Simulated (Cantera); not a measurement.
What does this Cantera script print?

```python
import numpy as np
import cantera as ct

gas_names = """
    H2 ZrO2 NO2 H2O2
""".split()
cond_names = """
    ZrN(s) ZrN(L)
""".split()


# ... load() reads the species with a 1 bar reference pressure and builds the phases ...
species = {s.name: s for s in load("nasa_gas.yaml", gas_names) + load("nasa_condensed.yaml", cond_names)}
# Each term lists the table entries of one substance; the one whose range holds T is used.
reactions = {
    '2 H2(g) + ZrO2(g) + NO2(g) = 2 H2O2(g) + ZrN':
        [(-2, ['H2']), (-1, ['ZrO2']), (-1, ['NO2']), (2, ['H2O2']), (1, ['ZrN(s)', 'ZrN(L)'])],
}


def pick(names, T):
    return next(species[n] for n in names if species[n].thermo.min_temp <= T <= species[n].thermo.max_temp)


results = []
for label, terms in reactions.items():
    print(label)
    print("     T/K   dH/kJ  dS/(J/K)   dG/kJ   log10 K")
    for T in [523, 623, 723, 823, 923, 1023, 1123, 1223]:
        used = [(nu, pick(names, T)) for nu, names in terms]
        dH = sum(nu * s.thermo.h(T) for nu, s in used) / 1e6
        dS = sum(nu * s.thermo.s(T) for nu, s in used) / 1e3
        dG = dH - T * dS / 1e3
        logK = -dG * 1e6 / (ct.gas_constant * T * np.log(10))
        results.append((label, T, dH, dS, dG, logK, [s.name for _, s in used]))
        print(f"{T:8g} {dH:8.1f} {dS:8.1f} {dG:8.1f} {logK:8.2f}")
```

Result:

```
2 H2(g) + ZrO2(g) + NO2(g) = 2 H2O2(g) + ZrN
     T/K   dH/kJ  dS/(J/K)   dG/kJ   log10 K
     523   -388.3   -273.6   -245.2    24.49
     623   -388.6   -274.2   -217.8    18.26
     723   -388.6   -274.2   -190.4    13.75
     823   -388.4   -273.9   -163.0    10.34
     923   -387.9   -273.4   -135.6     7.67
    1023   -387.2   -272.7   -108.3     5.53
    1123   -386.3   -271.8    -81.1     3.77
    1223   -385.1   -270.8    -53.9     2.30
```

Cantera with NASA thermochemical tables; ideal gases at 1 bar, condensed phases pure. ZrN: taken at fixed stoichiometry. Condensed species are held in their standard states even where they would react or evaporate.
